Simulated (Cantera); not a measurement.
Input: 1 mol CaCO3, 0.55 mol H2, at 2100 Pa.

Cantera equilibrium calculation (NASA polynomials, part measured and part estimated; ideal gas, pure solids and liquids). Candidate condensed phases: C, C6H6, C7H8, C8H18, Ca, CaCO3, CaO, Ca(OH)2, H2O; 115 gas species. Rates play no part. All values below are at 1798 K.

Base state: CO2 0.353, CO 0.291, H2O 0.291, H2 0.0630, H 0.000610, OH 0.000185 (mole fractions); condensed: CaO(s).

Q: What changes in the equilibrium state with this change: H2 from 0.55 to 0.074 mol?

A: 
| species | before | after |
|---|---|---|
| CO2 | 0.353 | 0.862 |
| CO | 0.291 | 0.0682 |
| H2O | 0.291 | 0.0673 |
| H2 | 0.0630 | 0.00140 |
| O2 | 2.84e-6 | 0.000309 |
| O | 1.39e-6 | 1.45e-5 |
| H | 0.000610 | 9.08e-5 |
| OH | 0.000185 | 0.000288 |
| CaO(s), mol | 1.000 | 1.000 |
